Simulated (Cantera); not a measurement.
Charge: 1 mol HMDSO, 0.15 mol N2O, 2.6 mol O2, equilibrated at 435 Torr.

Method: chemical equilibrium by Gibbs-energy minimisation in Cantera with the NASA 1993 tables (ideal gas, pure condensed phases). Candidate condensed phases: C, C6H6, C7H8, C8H18, H2O, Si, SiC, SiO2, Si2N2O, Si3N4; 151 gas species. The feed counts by its element totals alone. The tables hold silica as quartz up to 1696 K and as liquid above; real silica turns to tridymite and cristobalite and melts near 1996 K. Equilibrium is a limit: real reactors are often held back by kinetics, nucleation or transport.

Over these rows the condensed part is C(graphite) + SiO2(β-quartz). Partial pressures as log10 of bar:

```tsv
T (K)	1000/T (1/K)	log p CO2	log p H2	log p CO	log p N2
1123	0.8905	-3.09	-0.35	-0.94	-2.11
1173	0.8525	-3.42	-0.35	-0.93	-2.12
1223	0.8177	-3.72	-0.35	-0.93	-2.12
1273	0.7855	-4.00	-0.35	-0.93	-2.12
1323	0.7559	?	-0.34	-0.93	-2.12
1373	0.7283	-4.50	-0.34	-0.93	-2.12
```

Task: Fit log p(CO2) = a + b·(1000/T) to the five rows, give the apparent enthalpy, and predict the row at 1323 K.

Result: Means: 1000/T = 0.8149, log p = -3.746. Sxy = 0.134688, Sxx = 0.0155009, so b = 8.69 and a = -3.746 − (8.69)×0.8149 = -10.83.
Apparent enthalpy: −19.145 × (8.69) = -166 kJ/mol. With the condensed phases at unit activity, 2 CO(g) = CO2(g) + C(graphite) links this pressure to the main gases: over the six rows their terms move log p by +0.02 in all, so the slope is close to that reaction's ΔH°. The five rows lie within 0.01 of the line.
Prediction at 1323 K: -10.83 + (8.69)×0.7559 = -4.26. The computed value is -4.26, 0.00 from the line.
